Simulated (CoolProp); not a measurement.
A closed Brayton cycle with nitrogen: compressor inlet 323.15 K and 7.9 MPa, high pressure 22.5 MPa, turbine inlet 910 K, compressor efficiency 0.8, turbine efficiency 0.93, recuperator effectiveness 0.9 (on enthalpy, no pinch check). Each further row changes one setting.

The numbers come from the reference Helmholtz-energy equation of state, Span 2000 in CoolProp.

```csv
case,thermal efficiency (%),net work (kJ/kg),compressor to turbine work,compressor exit (K),turbine exit (K)
as stated,___,87.8,0.64,465.4,705.0
turbine inlet 860 K,29.3,74.5,0.68,465.4,664.5
compressor inlet 333.15 K,30.7,82.7,___,___,705.0
high pressure 19.1 MPa,___,81.6,___,___,___
recuperator effectiveness 0.5,___,87.8,0.64,465.4,705.0
```

Question: Fill in the missing entries.

Answer: 
- as stated, thermal efficiency (%): 32.3
- compressor inlet 333.15 K, compressor to turbine work: 0.66
- compressor inlet 333.15 K, compressor exit (K): 479.7
- high pressure 19.1 MPa, thermal efficiency (%): 33.4
- high pressure 19.1 MPa, compressor to turbine work: 0.61
- high pressure 19.1 MPa, compressor exit (K): 440.2
- high pressure 19.1 MPa, turbine exit (K): 734.0
- recuperator effectiveness 0.5, thermal efficiency (%): 23.3
